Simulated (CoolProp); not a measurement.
Saturation properties of carbon dioxide (Tc = 31.0 °C, pc = 7377 kPa, ω = 0.224).

Model: reference Helmholtz-energy equation of state, Span 1996, in CoolProp.

| T (°C) | p (kPa) | vapour Z | surface tension (mN/m) | liquid viscosity (µPa s) | liquid conductivity (mW/(m K)) |
|---|---|---|---|---|---|
| -50.65 | 664.5 | … | 15.1 | 230 | 170 |
| -47.15 | 764.8 | 0.8949 | 14.3 | 217 | 165 |
| -43.65 | 876.1 | 0.8846 | 13.5 | 205 | 161 |
| -40.05 | 1003 | 0.8732 | 12.7 | 193 | 157 |
| -36.55 | 1138 | 0.8615 | 11.9 | … | 153 |
| -33.05 | 1287 | 0.8492 | 11.1 | 172 | 148 |
| -29.55 | 1449 | 0.8361 | 10.4 | … | 144 |
| -26.05 | … | … | 9.64 | 154 | 140 |
| -22.55 | 1819 | 0.8077 | … | 146 | 136 |
| -19.05 | 2028 | 0.7923 | 8.18 | 138 | 132 |
| -15.55 | 2254 | 0.7761 | 7.47 | 130 | … |
| -12.05 | 2497 | 0.7589 | … | 123 | 123 |
| -8.55 | 2760 | 0.7408 | 6.09 | 116 | 119 |

### Question
What belongs in the gaps?

### Answer

- -50.65, vapour Z: 0.9047
- -36.55, liquid viscosity (µPa s): 182
- -29.55, liquid viscosity (µPa s): 163
- -26.05, p (kPa): 1627
- -26.05, vapour Z: 0.8223
- -22.55, surface tension (mN/m): 8.90
- -15.55, liquid conductivity (mW/(m K)): 128
- -12.05, surface tension (mN/m): 6.77

Viscosity comes from a separate model (Laesecke 2017). Thermal conductivity comes from a separate model (Huber 2016). Surface tension comes from a separate correlation (Mulero 2012).
